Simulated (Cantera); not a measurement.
Feed: 1 mol V2O3, a varied amount of H2, equilibrated at 1648 K and 2.40 bar.

Cantera equilibrium calculation (NASA polynomials, part measured and part estimated; ideal gas, pure solids and liquids). Candidate condensed phases: H2O, V, VO, V2O3, V2O4, V2O5; 12 gas species. Mutual solubility and eutectic melting of coexisting phases are not modelled. VO: taken at fixed stoichiometry. Condensed phases not in the tables: the oxides between V2O3 and V2O5 other than VO2. The numbers say what is thermodynamically allowed, not how fast it happens.

x: gas mole fraction; n: condensed amount in mol.

```
n(H2) (mol)   x H2    x H2O      x H     x OH  n VO(s)  n V2O3(s)
-----------  -----  -------  -------  -------  -------  ---------
6.3          0.992  0.00766  5.73e-5  1.98e-8      ___      0.952
9            0.992  0.00766  5.73e-5  1.98e-8      ___      0.931
13           0.992  0.00766  5.73e-5  1.98e-8      ___      0.900
18           0.992  0.00766  5.73e-5  1.98e-8      ___      0.862
26           0.992  0.00766  5.73e-5  1.98e-8      ___      0.801
37           0.992  0.00766  5.73e-5  1.98e-8      ___      0.717
53           0.992  0.00766  5.73e-5  1.98e-8      ___      0.594
76           0.992  0.00766  5.73e-5  1.98e-8      ___      0.418
110          0.992  0.00766  5.73e-5  1.98e-8      ___      0.158
160          0.994  0.00625  5.73e-5  1.62e-8     2.00          0
220          0.995  0.00455  5.73e-5  1.18e-8     2.00          0
320          0.997  0.00312  5.74e-5  8.08e-9     2.00          0
450          0.998  0.00222  5.74e-5  5.75e-9     2.00          0
```

Complete the blanks.


- 6.3, n VO(s): 0.0965
- 9, n VO(s): 0.138
- 13, n VO(s): 0.199
- 18, n VO(s): 0.276
- 26, n VO(s): 0.398
- 37, n VO(s): 0.567
- 53, n VO(s): 0.812
- 76, n VO(s): 1.16
- 110, n VO(s): 1.68
